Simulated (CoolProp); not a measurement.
n-octane along the isobar 2.34 bar: density (kg/m³) from the reference equation and from simpler models built on Tc = 568.7 K, pc = 24.84 bar, ω = 0.398; each cubic takes its own stable root.

Values from CoolProp's reference Helmholtz-energy equation of state, Beckmüller 2019.

```csv
T (K),phase,reference
295.9,liquid,700.5
322.6,liquid,678.7
349.3,liquid,656.2
376,liquid,632.7
402.7,liquid,607.7
429.5,liquid,580.7
456.2,gas,7.663
482.9,gas,7.115
509.6,gas,6.657
536.4,gas,6.265
563.1,gas,5.924
589.8,gas,5.623
```

How far does each simpler model (van der Waals, Redlich-Kwong, Peng-Robinson) lie from the reference over these 12 states: mean and median of the absolute difference, and the worst?


- van der Waals: mean 41.0 %, median 23.8 %, worst -98.6 % at 429.5 K and 2.34 bar
- Redlich-Kwong: mean 22.8 %, median 9.8 %, worst -98.6 % at 429.5 K and 2.34 bar
- Peng-Robinson: mean 1.5 %, median 1.4 %, worst -3.7 % at 295.9 K and 2.34 bar

At some of these states van der Waals, Redlich-Kwong gives the other phase, because its saturation line lies elsewhere.
